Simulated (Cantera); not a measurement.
An adiabatic, constant-volume homogeneous reactor starts with C2H4 : O2 : N2 : H2O = 1 : 1.36 : 12.4 : 0.91 (molar parts), equivalence ratio 2.2, at 1325 K and 6.00 bar. Integrator tolerance rtol = 1e-08.

Computed with Cantera and GRI-Mech 3.0 (53 species, 325 reactions). GRI-Mech 3.0 was tuned for natural gas; its chemistry of ethylene as a main component is partial and can be far from experiment.

What does this change do: initial temperature 1325 to 1223 K?


```csv
quantity,before,after
time of steepest temperature rise,56.3 µs,0.498 ms
temperature at 4.00 s,2271 K,2178 K
equilibrium temperature,2271 K,2178 K
x(C2H4) at 4.00 s,<1e-12 (gas-phase equilibrium <1e-12),<1e-12 (gas-phase equilibrium <1e-12)
x(O2) at 4.00 s,2.09e-7 (gas-phase equilibrium 2.09e-7),6.25e-8 (gas-phase equilibrium 6.25e-8)
x(H2O) at 4.00 s,0.0782 (gas-phase equilibrium 0.0782),0.0777 (gas-phase equilibrium 0.0777)
x(HCO) at 4.00 s,1.73e-7 (gas-phase equilibrium 1.73e-7),1.25e-7 (gas-phase equilibrium 1.25e-7)
x(HO2) at 4.00 s,3.80e-10 (gas-phase equilibrium 3.80e-10),1.14e-10 (gas-phase equilibrium 1.14e-10)
x(CH2) at 4.00 s,2.08e-12 (gas-phase equilibrium 2.31e-12),1.25e-12 (gas-phase equilibrium 1.39e-12)
x(C2H) at 4.00 s,<1e-12 (gas-phase equilibrium <1e-12),<1e-12 (gas-phase equilibrium <1e-12)
```
